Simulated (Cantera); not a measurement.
Charge: 1 mol BN, 1.8 mol NF3, 4.8 mol N2, 2.2 mol F2, equilibrated at 1650 K and 7.30 mbar.

These are equilibrium values from Cantera (NASA tables, ideal gas, pure condensed phases), not measurements of a reactor. Candidate condensed phases: B, BN; 13 gas species. The numbers say what is thermodynamically allowed, not how fast it happens.

What is the equilibrium state?


```json
{
 "x(F)": "0.486",
 "x(N2)": "0.443",
 "x(BF3)": "0.0714",
 "x(F2)": "6.84e-5",
 "gas_amount": "14.00 mol",
 "log10 activity of B(s) (absent)": "-26.57"
}
```
